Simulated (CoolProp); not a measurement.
Saturation properties of CH3F (R41) (Tc = 317.3 K, pc = 5.906 MPa, ω = 0.200).

The numbers come from the reference Helmholtz-energy equation of state, Lemmon 2006 in CoolProp. It is a short technical equation, of lower accuracy than the large ones.

```csv
T (K),p (MPa),liquid density (kg/m³),liquid cp (kJ/(kg K))
157.2,0.007228,955.4,2.067
165.9,0.01503,938.9,2.060
174.6,0.02879,922.0,2.058
183.3,0.05144,904.7,2.060
192,0.08665,887.0,2.068
200.7,0.1388,868.7,2.081
209.4,0.2129,849.8,2.101
218.1,0.3147,830.2,2.128
226.8,0.4502,809.8,2.163
235.5,0.6263,788.4,2.209
244.2,0.8500,765.9,2.267
252.9,1.129,741.9,2.343
261.6,1.472,716.2,2.442
270.3,1.887,688.4,2.576
279,2.384,657.8,2.766
```

It boils at 194.8 K under 1 atm.
